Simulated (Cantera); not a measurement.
Input (Python, Cantera) and output of one run.

```python
import numpy as np
import cantera as ct

gas_names = [...]  # 127 gases of nasa_gas.yaml made of C, Fe, H, O, S
cond_names = """
    C(gr) C6H6(L) C7H8(L) C8H18(L),n-octa Fe(a) Fe(c) Fe(d) Fe(L) FeC5O5(L) FeO(s) FeO(L) Fe(OH)2(s)
    Fe(OH)3(s) FeS(a) FeS(b) FeS(c) FeS(L) FeSO4(s) FeS2(s) Fe2O3(s) Fe2S3O12(s) Fe3O4(s) H2O(s) H2O(L)
    H2SO4(L) S(cr1) S(cr2) S(L)
""".split()


# ... load() reads the species with a 1 bar reference pressure and builds the phases ...
atoms = {
    'FeS2': {'Fe': 1, 'S': 2},
    'H2S': {'H': 2, 'S': 1},
    'CO2': {'C': 1, 'O': 2},
}
top_T = {'C(gr)': 4500, 'FeSO4(s)': 950, 'FeS2(s)': 1010, 'Fe2O3(s)': 1830, 'Fe2S3O12(s)': 1100, 'Fe3O4(s)': 1870}  # K; cautious upper limits of use, not melting points


# ... equilibrate(T, P, feed) seeds the gas with the atoms and calls Mixture.equilibrate('TP', solver="vcs", rtol=1e-11, max_steps=5000) ...
results = []
feed = {'FeS2': 1, 'H2S': 2.1, 'CO2': 0.74}  # mol
T = 1575  # K
P = 1333.22  # Pa
mix = equilibrate(T, P, feed)
results.append((T, P, feed, dict(zip(mix.species_names, mix.species_moles))))
print(gas.report(threshold=1e-06))
for i in range(1, mix.n_phases):
    print(f"{mix.phase(i).name:16s} {mix.phase_moles(i):12.5e} mol")
```

Output:

```
       temperature   1575 K
          pressure   1333.2 Pa
           density   0.0032291 kg/m^3
  mean mol. weight   31.717 kg/kmol
   phase of matter   gas

                          1 kg             1 kmol
                     ---------------   ---------------
          enthalpy        8.5625e+05        2.7158e+07  J
   internal energy        4.4338e+05        1.4063e+07  J
           entropy            9279.4        2.9432e+05  J/K
    Gibbs function       -1.3759e+07       -4.3639e+08  J
 heat capacity c_p            1230.8             39038  J/K
 heat capacity c_v            968.68             30724  J/K

                      mass frac. Y      mole frac. X     chem. pot. / RT
                     ---------------   ---------------   ---------------
                CO           0.13048           0.14775           -41.587
               COS          0.001601        0.00084533           -54.936
               CO2          0.032944          0.023743           -68.544
               CS2        1.7086e-05        7.1182e-06           -41.328
                Fe        8.9123e-06        5.0618e-06           -8.9969
                 H        6.2313e-06        0.00019607           -12.139
                H2          0.018864           0.29678           -24.278
               H2O           0.07859           0.13837           -51.235
               H2S          0.054223           0.05047           -37.627
                OH        1.7806e-06        3.3208e-06           -39.096
                 S        0.00046777        0.00046277           -13.349
                SH         0.0069995         0.0067136           -25.488
                SO         0.0028913         0.0019082           -40.306
               SO2         0.0079482         0.0039355           -67.263
                S2           0.66381           0.32836           -26.698
               S2O         0.0011497        0.00045514           -53.655
     [ +111 minor]        1.3763e-06        5.2969e-07

C(gr)             0.00000e+00 mol
Fe(c)             0.00000e+00 mol
FeC5O5(L)         0.00000e+00 mol
FeO(s)            0.00000e+00 mol
FeS(L)            9.99976e-01 mol
Fe2O3(s)          0.00000e+00 mol
Fe3O4(s)          0.00000e+00 mol
S(L)              0.00000e+00 mol
```

These are equilibrium values from Cantera (NASA tables, ideal gas, pure condensed phases), not measurements of a reactor. FeS: taken at fixed stoichiometry.
